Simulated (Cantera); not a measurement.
Feed: 1 mol Cu, 8.7 mol CO, 29 mol N2.

Equilibrium computed with Cantera from the NASA thermochemical tables; the gas is ideal and each condensed phase is pure. Candidate condensed phases: C, Cu, CuO, Cu2O; 27 gas species. The numbers say what is thermodynamically allowed, not how fast it happens.

Stable condensed phases, one row left out:

```
T in K \ P in Pa
              10      35     120     440    1600    5500   19000   68000  240000  850000 3000000
   2073        A       A       A       A       A       A       A       B       B       B       C
   1973        A       A       A       A       A       A       B       B       B       B       C
   1873        A       A       A       A       A       B       B       B       B       B       C
   1773        A       A       A       A       B       B       B       B       B       C       C
   1673        A       A       A       B       B       B       B       B       B       C       C
   1573        A       A       B       B       B       B       B       B       C       C       C
   1473        A       B       B       B       B       B       B       C       C       C       C
   1373        B       B       B       B       B       B       B       C       C       C       C
   1273        B       B       B       B       B       B       C       C       C       C       C
   1173        B       B       B       B       C       C       C       C       C       C       C
   1073        B       B       B       C       C       C       C       C       C       C       C
    873        C       C       C       C       C       C       C       C       C       C       C
    773        C       C       C       C       C       C       C       C       C       C       C
```

A: gas only; B: Cu; C: C + Cu.

Q: Give the row for 973 K.

A: 10: Cu; 35: Cu; 120: C + Cu; 440: C + Cu; 1600: C + Cu; 5500: C + Cu; 19000: C + Cu; 68000: C + Cu; 240000: C + Cu; 850000: C + Cu; 3000000: C + Cu.
